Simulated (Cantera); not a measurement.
Feed: 1 mol B₂O₃, 9.2 mol NH₃, 0.47 mol N₂, equilibrated at 0.100 bar.

Method: chemical equilibrium by Gibbs-energy minimisation in Cantera with the NASA 1993 tables (ideal gas, pure condensed phases). Candidate condensed phases: B, BN, B₂O₃, B₃O₃H₃, H₂O; 39 gas species. Mutual solubility and eutectic melting of coexisting phases are not modelled. Gases not in the tables: H₃BO₃. Equilibrium is a limit: real reactors are often held back by kinetics, nucleation or transport. All values below are at 1325 K.

Base state: H₂ 0.729, N₂ 0.268, H₂O 0.00184, HBO₂ 0.000560, HBO 3.54e-5 (mole fractions); condensed: BN(s) + B₂O₃(l).

**Question.** What changes in the equilibrium state with this change: pressure from 0.100 bar to 0.000510 bar?

**Answer.** 
```json
[
 {"species": "H₂", "before": "0.729", "after": "0.727"},
 {"species": "N₂", "before": "0.268", "after": "0.268"},
 {"species": "HBO₂", "before": "0.000560", "after": "0.00325"},
 {"species": "H₂O", "before": "0.00184", "after": "0.000315"},
 {"species": "B₂O₂", "before": "2.20e-8", "after": "2.50e-5"},
 {"species": "B₂O₃", "before": "3.67e-6", "after": "0.000719"},
 {"species": "HBO", "before": "3.54e-5", "after": "0.00119"},
 {"species": "H", "before": "4.42e-6", "after": "6.17e-5"},
 {"species": "BN(s), mol", "before": "0.0264", "after": "0.0166"},
 {"species": "B₂O₃(l), mol", "before": "0.981", "after": "0.936"}
]
```
